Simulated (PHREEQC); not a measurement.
A solution holds 0.21 mol/kgw CdSO4 and 5.2e-05 mol/kgw H2SO4, at 27 °C. Closed to the air; pH follows from the charge balance.

The numbers come from PHREEQC with the ion-association model, phreeqc.dat.

No solid was allowed to form.

Problem. Order these Cd species by the share of Cd that they hold, largest first: CdSO4, Cd(SO4)2-2, Cd+2.

Solution. Cd+2 (43 %), CdSO4 (38 %), Cd(SO4)2-2 (19 %)

The pH is 4.45 and the ionic strength 0.359 mol/kgw.
